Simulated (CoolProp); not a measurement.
The numbers come from the reference Helmholtz-energy equation of state, Setzmann 1991 in CoolProp.

**Question.** Give the vapour pressure (MPa), vapour density (kg/m³), surface tension (mN/m), vapour viscosity (µPa s) of saturated methane at 148.9, 156.8 K.

**Answer.** 
```
T (K)  p (MPa)  vapour density (kg/m³)  surface tension (mN/m)  vapour viscosity (µPa s)
-----  -------  ----------------------  ----------------------  ------------------------
148.9    0.989                    15.5                    5.98                      5.83
156.8     1.40                    22.1                    4.63                      6.27
```

Viscosity comes from a separate model (Quiñones-Cisneros 2006). Surface tension comes from a separate correlation (Mulero 2012).
